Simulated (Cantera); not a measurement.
A closed system holds: 1 mol Na2SO4, 0.55 mol CO2, 5.1 mol H2O, equilibrated at 1800 K and 10.0 mbar.

Cantera equilibrium calculation (NASA polynomials, part measured and part estimated; ideal gas, pure solids and liquids). Candidate condensed phases: C, C6H6, C7H8, C8H18, H2O, H2SO4, Na, NaOH, NaO2, Na2CO3, Na2O, Na2O2, Na2S, Na2SO4, S; 131 gas species. Rates play no part.

**Question.** What is the equilibrium state?

**Answer.** 
```json
{
  "x(H2O)": "0.514",
  "x(Na)": "0.115",
  "x(SO2)": "0.111",
  "x(NaOH)": "0.108",
  "x(O2)": "0.0839",
  "x(CO2)": "0.0611",
  "x(OH)": "0.00393",
  "x(H2)": "0.000956",
  "x(NaO)": "0.000624",
  "gas_amount": "8.933 mol",
  "log10 activity of Na2SO4(l) (absent)": "-2.43",
  "log10 activity of NaOH(l) (absent)": "-2.92",
  "log10 activity of Na(l) (absent)": "-4.42"
}
```
